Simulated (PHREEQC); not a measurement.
Solution (25 °C): 0.039 mol/kgw ZnSO4 and 0.0013 mol/kgw Pb(NO3)2. Closed to the air; pH follows from the charge balance.

The numbers come from PHREEQC with the ion-association model, wateq4f.dat.

This is a speciation only: nothing precipitates in the calculation.

Task: What pH, ionic strength does the model give?

Result: pH 5.54; ionic strength 0.0875 mol/kgw.

Task: In which forms is Pb present?

Result: PbSO4 57 %, Pb+2 37 %, Pb(SO4)2-2 5.7 %, PbNO3+ 0.5 % of the Pb.

Saturation is exceeded, for instance for Anglesite, Larnakite; the values hold only as long as no solid forms.
